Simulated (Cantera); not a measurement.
Feed: 1 mol Ta(OEt)₅, 8.3 mol CO₂, at 2025 K and 1.00 bar.

These are equilibrium values from Cantera (NASA tables, ideal gas, pure condensed phases), not measurements of a reactor. Candidate condensed phases: C, C₆H₆, C₇H₈, C₈H₁₈, H₂O, Ta, TaC, Ta₂O₅; 113 gas species. The feed counts by its element totals alone. Rates play no part.

Base state: CO 0.587, H₂ 0.385, H₂O 0.0196, CO₂ 0.00638, H 0.00119 (mole fractions); condensed: Ta₂O₅(s).

**Question.** What changes in the equilibrium state with this change: temperature from 2025 K to 1175 K?

**Answer.** 
| species | before | after |
|---|---|---|
| CO | 0.587 | 0.580 |
| H₂ | 0.385 | 0.391 |
| CO₂ | 0.00638 | 0.0149 |
| H₂O | 0.0196 | 0.0129 |
| CH₄ | 7.26e-8 | 0.00178 |
| H | 0.00119 | 7.66e-8 |
| Ta₂O₅(s), mol | 0.500 | 0.500 |

**Question.** What changes in the equilibrium state with this change: temperature from 2025 K to 1975 K?

**Answer.** 
```tsv
species	before	after
CO	0.587	0.587
H₂	0.385	0.386
H₂O	0.0196	0.0194
H	0.00119	0.000850
CO₂	0.00638	0.00657
Ta₂O₅(s), mol	0.500	0.500
```
